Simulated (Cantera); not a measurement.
**Equilibrium for boron, boron nitride and boron oxide: B2O3 + NH3 + H2**

Feed: 1 mol B2O3, 0.12 mol NH3, a varied amount of H2, at 2248.15 K and 70.0 Pa.

Method: chemical equilibrium by Gibbs-energy minimisation in Cantera with the NASA 1993 tables (ideal gas, pure condensed phases). Candidate condensed phases: B, BN, B2O3, B3O3H3, H2O; 39 gas species. Kinetics and transport are ignored.

| n(H2) (mol) | x H2 | x B2O3 | x H | x BO | x HBO2 | x N2 | x HBO | x H2O | x BO2 |
|---|---|---|---|---|---|---|---|---|---|
| 0.53 | 0.171 | 0.275 | 0.115 | 0.181 | 0.164 | 0.0285 | 0.0231 | 0.0145 | 0.0198 |
| 1 | 0.262 | 0.188 | 0.142 | 0.168 | 0.150 | 0.0224 | 0.0265 | 0.0178 | 0.0147 |
| 1.9 | 0.373 | 0.111 | 0.170 | 0.143 | 0.123 | 0.0160 | 0.0270 | 0.0204 | 0.0101 |
| 3.6 | 0.483 | 0.0554 | 0.193 | 0.113 | 0.0893 | 0.0104 | 0.0241 | 0.0213 | 0.00644 |
| 6.9 | 0.576 | 0.0231 | 0.211 | 0.0816 | 0.0561 | 0.00627 | 0.0191 | 0.0203 | 0.00370 |
| 13 | 0.643 | 0.00834 | 0.223 | 0.0557 | 0.0314 | 0.00362 | 0.0138 | 0.0175 | 0.00196 |
| 25 | 0.689 | 0.00247 | 0.231 | 0.0355 | 0.0151 | 0.00198 | 0.00908 | 0.0137 | 0.000910 |
| 47 | 0.718 | 0.000651 | 0.235 | 0.0219 | 0.00657 | 0.00108 | 0.00572 | 0.00984 | 0.000389 |
x: gas mole fraction; nothing condenses.

From 0.53 mol H2 to 47 mol H2 nothing is condensed. The main B-bearing gas is B2O3 at 0.53 mol H2 and BO at 47 mol H2.
